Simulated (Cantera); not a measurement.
Input (Python, Cantera):

```python
import numpy as np
import cantera as ct

gas = ct.Solution("gri30.yaml")
gas.TPX = 1525, 870, {'C2H6': 1, 'N2': 94}
inlet = ct.Reservoir(gas, clone=True)

reactor = ct.IdealGasConstPressureReactor(gas, energy="off", clone=False)
exhaust = ct.Reservoir(gas, clone=True)
tau = [3.9, 1.8, 0.81, 0.37, 0.17, 0.077, 0.035, 0.016, 0.0074, 0.0034, 0.0015][0]
for a, b in ((inlet, reactor), (reactor, exhaust)):
    ct.MassFlowController(a, b, mdot=lambda t: reactor.mass / tau)
net = ct.ReactorNet([reactor])
show = ['C2H6', 'CH2', 'CH3', 'HCN', 'H2', 'C2H4']

rows = []
print(f"{'tau/s':>10s}{'T/K':>9s}" + "".join(f"{s:>11s}" for s in show))
for tau in [3.9, 1.8, 0.81, 0.37, 0.17, 0.077, 0.035, 0.016, 0.0074, 0.0034, 0.0015]:
    net.initial_time = 0.0
    net.advance(30 * tau)
    before = gas.X
    net.advance(40 * tau)
    drift = np.max(np.abs(gas.X - before) / (gas.X + 1e-9))
    rows.append([gas.T, *gas[show].X, drift])
    print(f"{tau:10.3e}{gas.T:9.1f}" + "".join(f"{x:11.3e}" for x in gas[show].X))
```

Output:

```
     tau/s      T/K       C2H6        CH2        CH3        HCN         H2       C2H4
 3.900e+00   1525.0  1.642e-05  8.314e-07  1.492e-04  3.945e-05  1.897e-02  8.798e-05
 1.800e+00   1525.0  3.379e-05  1.206e-06  2.153e-04  2.825e-05  1.840e-02  1.728e-04
 8.100e-01   1525.0  7.100e-05  1.737e-06  3.142e-04  1.972e-05  1.758e-02  3.416e-04
 3.700e-01   1525.0  1.465e-04  2.426e-06  4.542e-04  1.368e-05  1.649e-02  6.483e-04
 1.700e-01   1525.0  2.991e-04  3.290e-06  6.526e-04  9.398e-06  1.504e-02  1.173e-03
 7.700e-02   1525.0  6.149e-04  4.330e-06  9.381e-04  6.320e-06  1.309e-02  1.999e-03
 3.500e-02   1525.0  1.246e-03  5.399e-06  1.325e-03  4.148e-06  1.065e-02  3.024e-03
 1.600e-02   1525.0  2.441e-03  6.150e-06  1.778e-03  2.571e-06  7.806e-03  3.778e-03
 7.400e-03   1525.0  4.411e-03  6.012e-06  2.105e-03  1.410e-06  4.867e-03  3.507e-03
 3.400e-03   1525.0  6.944e-03  4.547e-06  1.973e-03  5.918e-07  2.271e-03  2.092e-03
 1.500e-03   1525.0  9.078e-03  2.190e-06  1.323e-03  1.297e-07  6.293e-04  6.535e-04
```

Cantera simulation using GRI-Mech 3.0 (53 species, 325 reactions); the numbers are that mechanism's predictions, not measurements. GRI-Mech 3.0 stops at C3 and has no aromatics, soot or wall deposition, so with more carbon than oxygen in the feed, carbon stays in small species such as C2H2 where larger ones or solid carbon would form. Radical loss at walls, strong at low pressure, is not modelled.
